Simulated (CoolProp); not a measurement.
A simple Rankine cycle with R1224YDZ: condensing at 322.15 K, boiler at 0.986 MPa, turbine inlet 472.1 K, turbine efficiency 0.65, pump efficiency 0.6, no recuperator. Each further row changes one setting.

Computed with CoolProp (reference Helmholtz-energy equation of state, Akasaka 2023).

| case | thermal efficiency (%) | net work (kJ/kg) | heat in (kJ/kg) | turbine exit temperature (K) | volume ratio over the turbine |
|---|---|---|---|---|---|
| as stated | 5.8 | [?] | 288 | 449.7 | [?] |
| condensing temperature 314.15 K | 6.9 | [?] | 298 | [?] | 3.91 |
| boiler pressure 0.69 MPa | 4.1 | 11.9 | 291 | [?] | [?] |
| turbine efficiency 0.55 | 4.9 | [?] | 288 | 452.4 | 3.10 |

Question: Some entries are withheld; supply them.

Answer: 
- as stated, net work (kJ/kg): 16.8
- as stated, volume ratio over the turbine: 3.07
- condensing temperature 314.15 K, net work (kJ/kg): 20.5
- condensing temperature 314.15 K, turbine exit temperature (K): 445.3
- boiler pressure 0.69 MPa, turbine exit temperature (K): 457.3
- boiler pressure 0.69 MPa, volume ratio over the turbine: 2.14
- turbine efficiency 0.55, net work (kJ/kg): 14.1
